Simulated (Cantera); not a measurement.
Input: 1 mol C2F6, at 1.33 mbar.

Cantera equilibrium calculation (NASA polynomials, part measured and part estimated; ideal gas, pure solids and liquids). Candidate condensed phases: C; 13 gas species. The feed counts by its element totals alone. Equilibrium is a limit: real reactors are often held back by kinetics, nucleation or transport.

Q: At 2427 °C, list the 5 most abundant gas species with their mole fractions, and the condensed phases.

A: F 0.905, CF 0.0521, CF2 0.0339, C3 0.00660, C 0.00159. Condensed: C(graphite).
